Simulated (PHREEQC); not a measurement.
Solution (25 °C): 82 mmol/kgw HF, 4.8 mmol/kgw (CH3)4NF, 0.025 mmol/kgw H4SiO4 and 56 mmol/kgw H2SO4. Closed to the air; pH follows from the charge balance.

Computed with PHREEQC (ion-association model, phreeqc.dat).

Precipitation was switched off in this run.

**Question.** Estimate the pH, density, ionic strength.

**Answer.** pH 1.25; density 1.002 g/cm³; ionic strength 0.0880 mol/kgw.

**Question.** In which forms is S present?

**Answer.** HSO4- 73 %, SO4-2 27 % of the S.

(CH3)4N+ isn't in the database: it is added as a free cation with an ion size of 4 Å. SiF6-2 is the database's only silicon fluoride.
